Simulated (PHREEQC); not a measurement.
A solution holds 60 mmol/kgw CuSO4, 15 mmol/kgw H2SO4 and 150 mmol/kgw FeCl3, at 25 °C. Closed to the air; pH follows from the charge balance.

Computed with PHREEQC (ion-association model, phreeqc.dat).

No solid was allowed to form.

Problem. What pH, activity of water does the model give?

Solution. pH 1.72; activity of water 0.990.

Problem. In which forms is Cl present?

Solution. Cl- 78 %, FeCl+2 12 %, FeCl2+ 7.4 %, CuCl+ 2.3 % of the Cl.

The solution is supersaturated, for example in Hematite (slow to form), Goethite (slow to form), so a real one may precipitate; this is no full list.
